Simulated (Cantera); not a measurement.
A perfectly stirred reactor is fed with CO : H₂ : O₂ : N₂ = 1 : 0.18 : 0.56 : 3.25 (molar parts), equivalence ratio 1.1, at 10.0 bar; it is adiabatic with a 425 K inlet, and is followed from long to short residence time, starting on the burning branch (τ in s: 0.15, 0.057, 0.021, 0.008, 0.003, 0.0011, 0.00042, 0.00016, 5.8e-05, 2.2e-05, 8.2e-06).

Computed with Cantera and GRI-Mech 3.0 (53 species, 325 reactions). The hydrogen kinetics of GRI-Mech 3.0 are dated; newer H2 mechanisms differ, most at raised pressure.

One state of this run: T (K) = 2080; x CO = 0.0327; x H₂ = 0.00124; x O₂ = 0.00952; x NO₂ = 3.06e-7; x CO₂ = 0.190. x: mole fraction; the columns are a selection and need not sum to one.

Question: Which value of τ (s) does it belong to?
A. 0.0080
B. 0.0011
C. 8.2e-6
D. 0.00042

Answer: B, 0.0011
